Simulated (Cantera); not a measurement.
A closed system holds: 1 mol FeCl2, 0.72 mol H2O, 0.1 mol N2, held at 1.80 mbar.

Method: chemical equilibrium by Gibbs-energy minimisation in Cantera with the NASA 1993 tables (ideal gas, pure condensed phases). Candidate condensed phases: Fe, FeCl2, FeCl3, FeO, Fe(OH)2, Fe(OH)3, Fe2O3, Fe3O4, H2O, NH4Cl; 37 gas species. Mutual solubility and eutectic melting of coexisting phases are not modelled. The tables' stoichiometric FeO is somewhat more stable than real wüstite, so its field is too wide. FeO: taken at fixed stoichiometry. Kinetics and transport are ignored.

Task: Which condensed phases are stable at each of these points (T (K)): 950, 1025, 1100, 1175, 1250, 1325, 1400, 1475, 1550, 1625, 1700, 1775?

Result: 
| T (K) | condensed phases | Fe condensed (%) |
|---|---|---|
| 950 | FeO(s) + Fe3O4(s) | 62.2 |
| 1025 | FeO(s) + Fe3O4(s) | 58.6 |
| 1100 | FeO(s) + Fe3O4(s) | 54.9 |
| 1175 | FeO(s) + Fe3O4(s) | 51.3 |
| 1250 | FeO(s) + Fe3O4(s) | 48.0 |
| 1325 | FeO(s) + Fe3O4(s) | 45.1 |
| 1400 | FeO(s) + Fe3O4(s) | 42.4 |
| 1475 | FeO(s) + Fe3O4(s) | 40.2 |
| 1550 | FeO(s) + Fe3O4(s) | 38.3 |
| 1625 | FeO(s) | 36.7 |
| 1700 | FeO(l) | 35.9 |
| 1775 | FeO(l) | 35.5 |

From 950 K to 1550 K the condensed part is FeO(s) + Fe3O4(s). At 1625 K the condensed part is FeO(s). From 1700 K to 1775 K the condensed part is FeO(l).
